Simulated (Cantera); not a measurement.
A closed system holds: 1 mol BCl3, 2.5 mol H2O, 16 mol H2, held at 1700 °C and 75.0 Torr.

Cantera equilibrium calculation (NASA polynomials, part measured and part estimated; ideal gas, pure solids and liquids). Candidate condensed phases: B, B2O3, B3O3H3, H2O; 33 gas species. The tables' values for BOCl are old estimates; treat these amounts as uncertain. Kinetics and transport are ignored.

Base state: H2 0.773, HCl 0.145, HBO2 0.0357, H2O 0.0335, HBO 0.00416, B2O3 0.00381, H 0.00375, BOCl 0.000737 (mole fractions); condensed: gas only.

What changes in the equilibrium state with this change: temperature from 1700 °C to 1350 °C?


```tsv
species	before	after
H2	0.773	0.782
HCl	0.145	0.147
HBO2	0.0357	0.0368
H	0.00375	0.000193
HBO	0.00416	0.00102
H2O	0.0335	0.0311
BO	0.000301	5.56e-6
OH	1.54e-5	3.22e-7
BO2	1.99e-5	4.67e-7
Cl	0.000525	2.85e-5
B2O2	6.37e-5	7.31e-6
B2O3(l), mol	0	0.0656
```
Gases not in the tables: H3BO3.
